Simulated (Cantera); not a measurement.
**SiH2Cl2 + NH3 + H2O (silicon nitride deposition)**

A closed system holds: 1 mol SiH2Cl2, 6.8 mol NH3, 0.0055 mol H2O, held at 74.0 Pa.

Method: chemical equilibrium by Gibbs-energy minimisation in Cantera with the NASA 1993 tables (ideal gas, pure condensed phases). Candidate condensed phases: H2O, NH4Cl, Si, SiO2, Si2N2O, Si3N4; 47 gas species. The tables' values for SiCl, SiCl3, SiN are old estimates; treat these amounts as uncertain. Gases not in the tables: Si2H6 and higher silanes. Equilibrium is a limit: real reactors are often held back by kinetics, nucleation or transport.

```tsv
T (K)	log p H2	log p N2	log p HCl	log p SiCl2	log p H	log p Si	n Si3N4(s)	n Si(s)	n Si(l)
1525	-3.29	-3.84	-4.20	-4.77	-6.27	-7.91	0.216	0	0
1575	-3.30	-3.79	-4.26	-4.70	-6.03	-7.24	0	0.569	0
1625	-3.30	-3.79	-4.27	-4.69	-5.80	-6.79	0	0.560	0
1675	-3.30	-3.79	-4.27	-4.69	-5.58	-6.36	0	0.548	0
1725	-3.30	-3.79	-4.27	-4.70	-5.38	-5.99	0	0	0.541
1775	-3.30	-3.80	-4.26	-4.72	-5.19	-5.66	0	0	0.524
1825	-3.31	-3.80	-4.26	-4.74	-5.01	-5.34	0	0	0.479
1875	-3.32	-3.80	-4.26	-4.76	-4.84	-5.04	0	0	0.381
```
log p: log10 of the partial pressure in bar; n: condensed amount in mol.

At 1525 K the condensed part is Si3N4(s). From 1575 K to 1675 K the condensed part is Si(s). From 1725 K to 1875 K the condensed part is Si(l). The main Si-bearing gas is SiCl2 throughout. The share of Si in condensed phases is highest at 1525 K (64.7 %) and lowest at 1875 K (38.1 %).
